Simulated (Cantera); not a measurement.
A closed system holds: 1 mol C2F6, 0.094 mol CH4, equilibrated at 0.675 Torr.

Method: chemical equilibrium by Gibbs-energy minimisation in Cantera with the NASA 1993 tables (ideal gas, pure condensed phases). Candidate condensed phases: C, C6H6, C7H8, C8H18; 95 gas species. The feed counts by its element totals alone. Condensed phases not in the tables: fluorocarbon polymer. Gases not in the tables: C2F6 and larger saturated fluorocarbons. Rates play no part. All values below are at 650 K.

Base state: CF4 0.789, HF 0.211 (mole fractions); condensed: C(graphite).

**Question.** What changes in the equilibrium state with this change: C2F6 replaced by CF4?

**Answer.** 
```json
[
 {"species": "CF4", "before": "0.789", "after": "0.707"},
 {"species": "HF", "before": "0.211", "after": "0.293"},
 {"species": "C(graphite), mol", "before": "0.688", "after": "0.188"}
]
```
